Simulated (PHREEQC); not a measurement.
0.061 g of hydrous ferric oxide (600 m²/g; 0.2 weak and 0.005 strong sites per Fe, Dzombak-Morel constants, diffuse double layer) in 1 kg of water with 0.005 mol/kgw of an inert sodium salt and 0.0025 mmol/kgw Ag2SO4, at 25 °C; the pH is set by adding NaOH or the inert anion's acid. Oxygen alone is held at its pressure in air (log pO2 = -0.68). The system is closed to CO2. Precipitation was switched off in this run.

Base run: PHREEQC, ion-association model, wateq4f.dat. Each further column changes one thing. The table gives Ag sorbed (%).

```csv
pH,base,no electrostatic term (-no_edl),background salt from 0.005 to 0.0005 mol/kgw,oxide from 0.061 to 0.3 g/kgw
4,0.0,0.0,0.0,___
5,0.4,0.0,0.5,2.0
5.5,1.3,0.0,1.5,6.3
6.5,11.0,___,11.5,39.1
7.5,39.6,36.3,40.3,___
8.5,65.6,64.8,66.1,98.1
9,76.1,___,76.6,___
10,94.2,76.3,___,99.9
```

Q: Fill in the missing entries.

A: 
- 4, oxide from 0.061 to 0.3 g/kgw: 0.1
- 6.5, no electrostatic term (-no_edl): 2.5
- 7.5, oxide from 0.061 to 0.3 g/kgw: 84.6
- 9, no electrostatic term (-no_edl): 71.3
- 9, oxide from 0.061 to 0.3 g/kgw: 99.4
- 10, background salt from 0.005 to 0.0005 mol/kgw: 94.5
